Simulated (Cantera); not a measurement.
Charge: 1 mol AlN, 16 mol H2, 22 mol N2, at 1000 Pa.

These are equilibrium values from Cantera (NASA tables, ideal gas, pure condensed phases), not measurements of a reactor. Candidate condensed phases: Al, AlN; 13 gas species. Equilibrium is a limit: real reactors are often held back by kinetics, nucleation or transport.

Question: Which condensed phases are stable at each of these points (T (K)): 973, 1073, 1173, 1273, 1373, 1473, 1573, 1673, 1773, 1873, 1973, 2073, 2173?

Answer: 
```csv
T (K),condensed phases,Al condensed (%)
973,AlN(s),100.0
1073,AlN(s),100.0
1173,AlN(s),100.0
1273,AlN(s),100.0
1373,AlN(s),100.0
1473,AlN(s),100.0
1573,AlN(s),100.0
1673,AlN(s),99.9
1773,AlN(s),99.2
1873,AlN(s),92.0
1973,AlN(s),35.6
2073,gas only,0.0
2173,gas only,0.0
```

From 973 K to 1973 K the condensed part is AlN(s). From 2073 K to 2173 K nothing is condensed.
